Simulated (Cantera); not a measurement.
A closed system holds: 1 mol CH3OH, 9.4 mol H2, 14 mol N2, at 4700000 Pa.

Equilibrium computed with Cantera from the NASA thermochemical tables; the gas is ideal and each condensed phase is pure. Candidate condensed phases: C, C6H6, C7H8, C8H18, H2O; 136 gas species. The ideal-gas law is rough above about 30 bar. Rates play no part.

### Question
At 1800 K, list the 7 most abundant gas species with their mole fractions, and the condensed phases.

### Answer
N2 0.531, H2 0.429, CO 0.0365, H2O 0.00141, CH4 0.000987, HCN 0.000435, NH3 0.000281. Condensed: gas only.
